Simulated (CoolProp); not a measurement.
Tetradecamethylhexasiloxane (MD4M) along the isobar 12 bar: Z from the reference equation and from simpler models built on Tc = 653.2 K, pc = 8.286 bar, ω = 0.800; each cubic takes its own stable root.

Computed with CoolProp (reference Helmholtz-energy equation of state, Thol 2019).

```tsv
T (K)	phase	reference
531.7	liquid	0.1920
541.5	liquid	0.1921
551.3	liquid	0.1924
561.1	liquid	0.1931
571	liquid	0.1940
580.8	liquid	0.1954
590.6	liquid	0.1971
600.4	liquid	0.1995
610.2	liquid	0.2026
620	liquid	0.2066
```

### Question
How far does each simpler model (Redlich-Kwong, Peng-Robinson) lie from the reference over these 10 states: mean and median of the absolute difference, and the worst?

### Answer
- Redlich-Kwong: mean 23.2 %, median 23.2 %, worst +23.5 % at 610.2 K and 12 bar
- Peng-Robinson: mean 1.3 %, median 1.4 %, worst +2.4 % at 620 K and 12 bar
